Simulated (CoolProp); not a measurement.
The fluid at 322.69 K and 3.6 MPa is throttled through a valve to 1.71 MPa with no heat exchange. The same conditions are run with several fluids, on thermodynamics alone (safety and materials aside).

Computed with CoolProp (reference Helmholtz-energy equation of state of each fluid (C2F6 (R116): Lemmon 2006; nitrogen: Span 2000; carbon monoxide: Lemmon 2006; normal hydrogen: Leachman 2009)).

Problem. Rank C2F6 (R116), nitrogen, carbon monoxide, normal hydrogen by temperature change (K), highest first.

Solution. normal hydrogen (+0.7), nitrogen (-3.1), carbon monoxide (-3.7), C2F6 (R116) (-18.6)

```
fluid              final phase  final density (kg/m³)
---------------  -------------  ---------------------
C2F6 (R116)                gas                    115
nitrogen                   gas                   18.0
carbon monoxide            gas                   18.1
normal hydrogen  supercritical                   1.27
```
